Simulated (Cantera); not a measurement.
An adiabatic, constant-pressure homogeneous reactor starts with CH4 : CO : O2 : N2 : H2O = 1 : 0.089 : 2.88 : 10.8 : 0.64 (molar parts), at 1550 K and 0.987 atm.

Model: GRI-Mech 3.0 (53 species, 325 reactions), integrated in Cantera.

Q: Predict: time of steepest temperature rise; temperature at 0.800 s; equilibrium temperature; x(CO) at 0.800 s; x(O2) at 0.800 s; x(H2O) at 0.800 s; x(H) at 0.800 s.

A: 
```json
{
 "time_of_steepest_temperature_rise": "0.698 ms",
 "temperature at 0.800 s": "2590 K",
 "equilibrium_temperature": "2590 K",
 "x(CO) at 0.800 s": "0.0143 (gas-phase equilibrium 0.0143)",
 "x(O2) at 0.800 s": "0.0514 (gas-phase equilibrium 0.0514)",
 "x(H2O) at 0.800 s": "0.153 (gas-phase equilibrium 0.153)",
 "x(H) at 0.800 s": "0.00291 (gas-phase equilibrium 0.00291)"
}
```
